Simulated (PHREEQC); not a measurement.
## Buffer: an equilibrium model

Dissolve 0.065 mol H3PO4, 3.9e-05 mol Na2HPO4 and 0.057 mol NaCl per kg of water at 25 °C. Closed to the air; pH follows from the charge balance.

Model: ion-association model, phreeqc.dat, run in PHREEQC.

Each row changes one thing in this solution. Precipitation was switched off in this run.

```tsv
case	pH	ionic strength (mol/kgw)	H3PO4 (mol/kgw)	H2PO4- (mol/kgw)	HPO4-2 (mol/kgw)	NaHPO4- (mol/kgw)	SI of Halite (NaCl)
as made	1.75	0.0783	0.0438	0.0213	1.47e-7	6.63e-9	-4.26
temperature from 25 to 70 °C	1.84	0.0748	0.0473	0.0178	1.95e-7	8.23e-9	-4.31
Na2HPO4 from 3.9e-05 to 0.00039 mol/kgw	1.76	0.0786	0.0437	___	1.52e-7	6.94e-9	-4.26
temperature from 25 to 75 °C	1.84	0.0745	0.0476	0.0175	2.01e-7	8.39e-9	-4.31
H3PO4 replaced by K2HPO4 at the same molality	9.14	0.241	1.93e-11	0.000260	0.0589	0.00178	___
H3PO4 from 0.065 to 0.0325 mol/kgw	1.94	0.0708	0.0187	0.0138	1.44e-7	6.66e-9	-4.25
H3PO4 from 0.065 to 0.65 mol/kgw	___	___	0.570	0.0800	1.74e-7	___	-4.30
```

Task: Fill in the missing entries.

Result: 
- Na2HPO4 from 3.9e-05 to 0.00039 mol/kgw, H2PO4- (mol/kgw): 0.0216
- H3PO4 replaced by K2HPO4 at the same molality, SI of Halite (NaCl): -4.36
- H3PO4 from 0.065 to 0.65 mol/kgw, pH: 1.19
- H3PO4 from 0.065 to 0.65 mol/kgw, ionic strength (mol/kgw): 0.137
- H3PO4 from 0.065 to 0.65 mol/kgw, NaHPO4- (mol/kgw): 6.53e-9

Complexes and solids missing from the database can't appear. At this temperature some constants are extrapolated from 25 °C, and those without enthalpy data are left unchanged.
